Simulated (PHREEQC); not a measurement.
A column of 0.2 m (30 cells, dispersivity 0.016 m, 300 s a shift, diffusion coefficient 3e-10 m²/s) holds 0.00051 eq of the database's cation exchanger X per kg of pore water, first in equilibrium with 0.00035 mol CaCl2, 0.05 mol ZnCl2 and 1e-05 mol HCl per kg of water. It is flushed with 0.15 mmol/kgw PbCl2, 0.63 mmol/kgw CaCl2 and 0.01 mmol/kgw HCl, at 25 °C. Values are for the last cell. CO2 from the air is kept out. Precipitation was switched off in this run.

The series has 31 steps of pore volumes, from 0 to 3.017.

The numbers come from PHREEQC with the ion-association model, phreeqc.dat.

Q: After how many pore volumes does Pb at the outlet first reach half of its feed value?

A: By 1.0 pore volumes.
